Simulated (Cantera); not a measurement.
Feed: 1 mol C, 0.029 mol NH3, 5.5 mol H2, equilibrated at 8.90 bar.

Equilibrium computed with Cantera from the NASA thermochemical tables; the gas is ideal and each condensed phase is pure. Candidate condensed phases: C, C6H6, C7H8, C8H18; 92 gas species. Rates play no part. All values below are at 2400 K.

Base state: H2 0.982, C2H2 (acetylene) 0.00685, H 0.00528, HCN 0.00207, CH4 0.00153, N2 0.00146, HNC 0.000215, CH3 0.000151 (mole fractions); condensed: C(graphite).

### Question
What changes in the equilibrium state with this change: pressure from 8.90 bar to 19.0 bar?

### Answer
```
species             before     after
----------------  --------  --------
H2                   0.982     0.982
C2H2 (acetylene)   0.00685   0.00685
H                  0.00528   0.00362
CH4                0.00153   0.00326
C2H4               6.30e-5  0.000134
CH3               0.000151  0.000221
N2                 0.00146   0.00147
HCN                0.00207   0.00207
HNC               0.000215  0.000215
C(graphite), mol     0.900     0.890
```
